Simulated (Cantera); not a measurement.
Feed: 1 mol TiO2, 0.12 mol MgCl2, 0.7 mol O2, held at 1327 °C and 15.0 Pa.

These are equilibrium values from Cantera (NASA tables, ideal gas, pure condensed phases), not measurements of a reactor. Candidate condensed phases: Mg, MgCl2, MgO, MgTiO3, MgTi2O5, Mg2TiO4, Ti, TiCl2, TiCl3, TiCl4, TiO, TiO2, Ti2O3, Ti3O5, Ti4O7; 20 gas species. Mutual solubility and eutectic melting of coexisting phases are not modelled. Condensed phases not in the tables: alloys, solid solutions and most ternary compounds. The numbers say what is thermodynamically allowed, not how fast it happens.

Base state: O2 0.730, Cl 0.264, MgCl2 0.00388, O 0.00101, Cl2 0.000865, ClO 6.02e-5 (mole fractions); condensed: MgTi2O5(s) + TiO2(rutile).

Problem. What changes in the equilibrium state with this change: temperature from 1327 °C to 1002 °C?

Solution. 
```json
[
 {"species": "O2", "before": "0.730", "after": "0.767"},
 {"species": "Cl", "before": "0.264", "after": "0.180"},
 {"species": "Cl2", "before": "0.000865", "after": "0.0498"},
 {"species": "MgCl2", "before": "0.00388", "after": "0.00359"},
 {"species": "O", "before": "0.00101", "after": "7.98e-6"},
 {"species": "ClO", "before": "6.02e-5", "after": "6.62e-5"},
 {"species": "MgTi2O5(s), mol", "before": "0.117", "after": "0.117"},
 {"species": "TiO2(rutile), mol", "before": "0.767", "after": "0.766"}
]
```
